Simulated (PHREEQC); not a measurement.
PHREEQC input (Pitzer model, pitzer.dat):

```
SOLUTION 1
  temp 20
  units mol/kgw
  pH 7 charge
  Cl 0.27
  K 0.316
  S(6) 0.007
  C(4) 0.016
END
USE solution 1
INCREMENTAL_REACTIONS false
REACTION 1
  H2O -1
  0 9.886 18.011 24.689 30.178 34.689 38.397 41.444
  43.949 46.007 47.699 49.089 50.232 51.172 51.944 52.578
  53.1 53.528 53.88 54.17 54.408 54.603 54.764 54.896
  55.005 55.094 55.168 55.228 moles
EQUILIBRIUM_PHASES 1
  Arcanite 0 0
  Kalicinite 0 0
  Misenite 0 0
  Sylvite 0 0
  CO2(g) -3.4 10
SELECTED_OUTPUT 1
  -reset false
  -pH true
  -pe true
  -ionic_strength true
  -water true
  -activities H2O
  -totals C Cl K S
  -molalities H+ K+ Cl- CO3-2 SO4-2 OH- HCO3- CO2 HSO4-
  -equilibrium_phases Arcanite Kalicinite Misenite Sylvite
PRINT
  -reset false
END
```

Selected output (columns that matter, 13 of 28 rows; water left (kg) added in front):

```
water left (kg)	pH	mu	C	Cl	K	S	m_H+	m_K+	m_Cl-	m_CO3-2	m_SO4-2	la_H2O	Arcanite	Sylvite
0.999834	9.3309	0.32882	0.026229	0.27004	0.31605	0.0070012	6.3797e-10	0.31605	0.27004	0.0057713	0.0070012	-0.004347	0	0
0.675372	9.4245	0.48878	0.036843	0.39978	0.46789	0.010365	5.2029e-10	0.46789	0.39978	0.010528	0.010365	-0.0063714	0	0
0.456196	9.5094	0.72655	0.051609	0.59185	0.69269	0.015344	4.2665e-10	0.69269	0.59185	0.01852	0.015344	-0.0093557	0	0
0.253261	9.6236	1.3161	0.08558	1.0661	1.2477	0.027639	3.1098e-10	1.2477	1.0661	0.040746	0.027639	-0.016758	0	0
0.171074	9.6953	1.9547	0.12037	1.5783	1.8472	0.040918	2.4105e-10	1.8472	1.5783	0.066655	0.040918	-0.024929	0	0
0.115565	9.7695	2.9015	0.17037	2.3364	2.7344	0.060572	1.73e-10	2.7344	2.3364	0.1065	0.060572	-0.037549	0	0
0.0641462	9.9069	5.1356	0.2921	4.2091	4.8552	0.073611	8.2513e-11	4.8552	4.2091	0.20672	0.073611	-0.07148	0.0022781	0
0.0433266	10.007	5.444	0.42365	4.1866	5.0611	0.067993	7.0704e-11	5.0611	4.1866	0.31488	0.067993	-0.074136	0.0040541	0.088611
0.0292796	10.111	5.7874	0.61661	4.0294	5.2482	0.062943	6.402e-11	5.2482	4.0294	0.47624	0.062943	-0.075995	0.0051571	0.15202
0.0197712	10.22	6.3042	0.90167	3.8005	5.5313	0.056134	6.0477e-11	5.5313	3.8005	0.71678	0.056134	-0.079018	0.0058902	0.19486
0.0133602	10.339	7.0822	1.323	3.4726	5.9626	0.047423	6.0038e-11	5.9626	3.4726	1.0721	0.047423	-0.084105	0.0063664	0.2236
0.00741618	10.547	9.0759	2.3743	2.7266	7.1041	0.031316	6.5009e-11	7.1041	2.7266	1.9405	0.031316	-0.10003	0.0067678	0.24978
0.00499997	10.719	11.355	3.5447	2.0397	8.4798	0.020016	7.0332e-11	8.4798	2.0397	2.8553	0.020016	-0.12293	0.0068999	0.2598
```
